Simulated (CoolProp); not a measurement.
Saturation properties of water (Tc = 647.1 K, pc = 22.06 MPa, ω = 0.344).

The numbers come from the reference Helmholtz-energy equation of state, Wagner 2002 in CoolProp.

```
T (K)  p (MPa)  vapour density (kg/m³)  liquid cp (kJ/(kg K))  surface tension (mN/m)
-----  -------  ----------------------  ---------------------  ----------------------
505.2      ___                   14.52                    ___                    30.0
517      3.579                   17.93                  4.808                    27.3
528.8    4.370                   22.01                  4.933                    24.5
540.5    5.278                   26.85                  5.084                    21.8
552.3    6.335                   32.70                  5.274                    19.0
564      7.534                   39.68                    ___                    16.3
575.8    8.913                   48.24                  5.830                     ___
587.6    10.48                   58.79                  6.268                    11.0
599.3    12.23                   71.95                  6.905                    8.45
```

### Question
Complete the blanks.

### Answer

- 505.2, p (MPa): 2.904
- 505.2, liquid cp (kJ/(kg K)): 4.704
- 564, liquid cp (kJ/(kg K)): 5.513
- 575.8, surface tension (mN/m): 13.6

It boils at 373.1 K under 1 atm.

Surface tension comes from a separate correlation (Mulero 2012).
